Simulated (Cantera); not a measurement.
Feed: 1 mol CaO, a varied amount of HF, equilibrated at 1573 K and 7.50 Torr.

Cantera equilibrium calculation (NASA polynomials, part measured and part estimated; ideal gas, pure solids and liquids). Candidate condensed phases: Ca, CaF2, CaO, Ca(OH)2, H2O; 29 gas species. Equilibrium is a limit: real reactors are often held back by kinetics, nucleation or transport.

Task: At 13 mol HF, list the 5 most abundant gas species with their mole fractions, and the condensed phases.

Result: HF 0.916, H2O 0.0829, CaF2 0.000951, H2 0.000327, O2 0.000148. Condensed: CaF2(s).
